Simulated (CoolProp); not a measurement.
A closed Brayton cycle with carbon dioxide: compressor inlet 322.15 K and 7.7 MPa, high pressure 22.5 MPa, turbine inlet 720 K, compressor efficiency 0.89, turbine efficiency 0.9, recuperator effectiveness 0 (on enthalpy, no pinch check). Each further row changes one setting.

The numbers come from the reference Helmholtz-energy equation of state, Span 1996 in CoolProp.

```tsv
case	thermal efficiency (%)	net work (kJ/kg)	compressor to turbine work	compressor exit (K)	turbine exit (K)
as stated	___	64.9	0.45	412.3	602.3
turbine inlet 670 K	___	54.7	___	412.3	556.7
compressor inlet 332.15 K	15.2	58.5	___	___	602.3
high pressure 19.1 MPa	___	___	0.43	398.1	619.9
recuperator effectiveness 0.5	21.4	64.9	0.45	412.3	602.3
```

Task: Complete the blanks.

Result: 
- as stated, thermal efficiency (%): 15.8
- turbine inlet 670 K, thermal efficiency (%): 15.6
- turbine inlet 670 K, compressor to turbine work: 0.50
- compressor inlet 332.15 K, compressor to turbine work: 0.51
- compressor inlet 332.15 K, compressor exit (K): 428.0
- high pressure 19.1 MPa, thermal efficiency (%): 13.7
- high pressure 19.1 MPa, net work (kJ/kg): 58.2
